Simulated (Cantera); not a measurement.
Input: 1 mol Al(CH3)3, 10 mol N2, 5.2 mol H2, held at 675 K and 0.00133 bar.

These are equilibrium values from Cantera (NASA tables, ideal gas, pure condensed phases), not measurements of a reactor. Candidate condensed phases: Al, AlN, C, C6H6, C7H8, C8H18; 97 gas species. The feed counts by its element totals alone. Kinetics and transport are ignored.

Base state: H2 0.498, N2 0.497, CH4 0.00483 (mole fractions); condensed: AlN(s) + C(graphite).

Q: What changes in the equilibrium state with this change: N2 from 10 to 0.75 mol?

A: 
```json
[
 {"species": "H2", "before": "0.498", "after": "0.957"},
 {"species": "N2", "before": "0.497", "after": "0.0256"},
 {"species": "CH4", "before": "0.00483", "after": "0.0178"},
 {"species": "AlN(s), mol", "before": "1.00", "after": "1.00"},
 {"species": "C(graphite), mol", "before": "2.91", "after": "2.83"}
]
```
